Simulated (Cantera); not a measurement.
Cantera run:

```python
import numpy as np
import cantera as ct

gas_names = """
    H HO2 H2 H2O H2O2 H2S H2SO4 O OH O2 O3 S SH SO SO2 SO3 S2 S2O S8
""".split()
cond_names = """
    H2O(s) H2O(L) H2SO4(L) S(cr1) S(cr2) S(L)
""".split()


# ... load() reads the species with a 1 bar reference pressure and builds the phases ...
atoms = {
    'H2S': {'H': 2, 'S': 1},
    'SO2': {'S': 1, 'O': 2},
    'H2': {'H': 2},
}
top_T = {}  # K; cautious upper limits of use, not melting points


# ... equilibrate(T, P, feed) seeds the gas with the atoms and calls Mixture.equilibrate('TP', solver="vcs", rtol=1e-11, max_steps=5000) ...
results = []
feed = {'H2S': 1, 'SO2': 0.075, 'H2': 0.25}  # mol
P = 18  # Pa
for T in [1425, 1500, 1575, 1650, 1725, 1800, 1875, 1950, 2025, 2100, 2175, 2250, 2325]:
    mix = equilibrate(T, P, feed)
    results.append((T, P, feed, dict(zip(mix.species_names, mix.species_moles))))

top = {s: max(r[3][s] / sum(r[3][g] for g in gas_names) for r in results) for s in gas_names}
cols = sorted((s for s in top if top[s] > 1e-06), key=lambda s: -top[s])[:8]
seen = [c for c in cond_names if any(r[3].get(c, 0) > 1e-12 for r in results)]
print("log10 of partial pressures in bar; condensed amounts in mol")
print(f"{'T/K':>10s}" + "".join(f"{s[:9]:>10s}" for s in cols + seen))
for T, P, feed, n in results:
    ng = sum(n[g] for g in gas_names)
    print(f"{T:10.4g}" + "".join(f"{np.log10(max(n[s] / ng * P / 1e5, 1e-99)):10.3f}" for s in cols)
          + "".join(f"{n.get(c, 0):10.4g}" for c in seen))
```

Output:

```
log10 of partial pressures in bar; condensed amounts in mol
       T/K        H2         H        S2         S       H2O        SO       H2S        SH
      1425    -3.967    -7.150    -4.285    -6.931    -4.831    -6.756    -5.383    -6.053
      1500    -3.964    -6.736    -4.285    -6.533    -4.846    -6.425    -5.546    -5.915
      1575    -3.962    -6.362    -4.289    -6.175    -4.868    -6.135    -5.696    -5.793
      1650    -3.961    -6.022    -4.298    -5.852    -4.901    -5.885    -5.837    -5.685
      1725    -3.963    -5.712    -4.314    -5.561    -4.947    -5.674    -5.971    -5.592
      1800    -3.968    -5.430    -4.338    -5.298    -5.008    -5.500    -6.103    -5.513
      1875    -3.979    -5.173    -4.375    -5.064    -5.085    -5.361    -6.238    -5.452
      1950    -3.999    -4.940    -4.430    -4.858    -5.179    -5.257    -6.382    -5.410
      2025    -4.032    -4.732    -4.509    -4.682    -5.290    -5.185    -6.545    -5.393
      2100    -4.082    -4.547    -4.622    -4.538    -5.417    -5.142    -6.734    -5.406
      2175    -4.152    -4.388    -4.778    -4.428    -5.558    -5.125    -6.960    -5.456
      2250    -4.248    -4.253    -4.981    -4.355    -5.711    -5.130    -7.230    -5.546
      2325    -4.372    -4.144    -5.228    -4.316    -5.878    -5.154    -7.545    -5.677
```

Equilibrium computed with Cantera from the NASA thermochemical tables; the gas is ideal and each condensed phase is pure.
